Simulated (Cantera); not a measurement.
Feed: 1 mol Fe2O3, 96 mol HCl, at 4700 Pa.

These are equilibrium values from Cantera (NASA tables, ideal gas, pure condensed phases), not measurements of a reactor. Candidate condensed phases: Fe, FeCl2, FeCl3, FeO, Fe(OH)2, Fe(OH)3, Fe2O3, Fe3O4, H2O; 22 gas species. Kinetics and transport are ignored.

x: gas mole fraction; nothing condenses.

| T (K) | x HCl | x H2O | x Cl | x FeCl2 | x FeCl3 |
|---|---|---|---|---|---|
| 1023 | 0.944 | 0.0315 | 0.000137 | 0.00605 | 0.0149 |
| 1123 | 0.942 | 0.0313 | [?] | [?] | [?] |
| 1223 | 0.940 | 0.0311 | 0.00215 | 0.0147 | 0.00618 |
| 1323 | 0.937 | 0.0307 | 0.00528 | 0.0176 | 0.00317 |
| 1423 | 0.934 | 0.0306 | [?] | 0.0193 | [?] |
| 1523 | 0.931 | 0.0307 | 0.0149 | 0.0201 | 0.000612 |
| 1623 | 0.929 | 0.0308 | 0.0184 | 0.0204 | 0.000243 |
| 1723 | 0.926 | 0.0308 | 0.0211 | 0.0205 | 0.000101 |

Q: What belongs in the gaps?

A: 
- 1423, x Cl: 0.01000
- 1423, x FeCl3: 0.00146
- 1123, x Cl: 0.000646
- 1123, x FeCl2: 0.0105
- 1123, x FeCl3: 0.0104
